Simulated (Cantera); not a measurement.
A Cantera script and what it prints.

```python
import numpy as np
import cantera as ct

gas_names = """
    CL CL2 H HCL H2
""".split()
cond_names = """

""".split()


def load(file, names, dense=False):
    # The tables refer to 1 bar. Condensed volumes are neglected.
    table = {s.name: s for s in ct.Species.list_from_file(file)}
    out = []
    for n in names:
        d = dict(table[n].input_data)
        d["thermo"] = dict(d["thermo"], **{"reference-pressure": 1e5})
        if dense:
            d["equation-of-state"] = {"model": "constant-volume", "density": "1e6 g/cm^3"}
        out.append(ct.Species.from_dict(d))
    return out


gas = ct.Solution(thermo="ideal-gas", species=load("nasa_gas.yaml", gas_names))
cond = {s.name: ct.Solution(thermo="fixed-stoichiometry", species=[s], name=s.name)
        for s in load("nasa_condensed.yaml", cond_names, dense=True)}
atoms = {
    'HCl': {'H': 1, 'CL': 1},
    'H2': {'H': 2},
}
top_T = {}  # K; cautious upper limits of use, not melting points


def equilibrate(T, P, feed):
    n = {}
    for name, mol in feed.items():
        for a, k in atoms[name].items():
            n[a] = n.get(a, 0.0) + k * mol
    gas.TPX = T, P, n
    mass = sum(n.values()) * gas.mean_molecular_weight
    gas.equilibrate("TP")
    valid = [c for c in cond.values() if c.min_temp <= T <= top_T.get(c.name, c.max_temp)]
    mix = ct.Mixture([(gas, mass / gas.mean_molecular_weight)] + [(c, 0.0) for c in valid])
    mix.T, mix.P = T, P
    mix.equilibrate("TP", solver="vcs", rtol=1e-11, max_steps=5000)
    return mix


results = []
feed = {'HCl': 1, 'H2': 0.34}  # mol
T = 3100  # K
P = 1000  # Pa
mix = equilibrate(T, P, feed)
results.append((T, P, feed, dict(zip(mix.species_names, mix.species_moles))))
x = sorted(zip(gas.X, gas.species_names), reverse=True)
print(f"T = {T:g} K  P = {P:g} Pa  gas = {mix.phase_moles(0):.4g} mol")
print("   x: " + "  ".join(f"{s} {v:.3e}" for v, s in x if v > 1e-05))
print("   condensed (mol): " + ("  ".join(f"{mix.phase(i).name} {mix.phase_moles(i):.4g}"
      for i in range(1, mix.n_phases) if mix.phase_moles(i) > 1e-12) or "none"))
```

Result:

```
T = 3100 K  P = 1000 Pa  gas = 2.39 mol
   x: H 5.215e-01  CL 3.574e-01  HCL 6.092e-02  H2 6.018e-02  CL2 1.001e-05
   condensed (mol): none
```

Cantera equilibrium calculation (NASA polynomials, part measured and part estimated; ideal gas, pure solids and liquids).
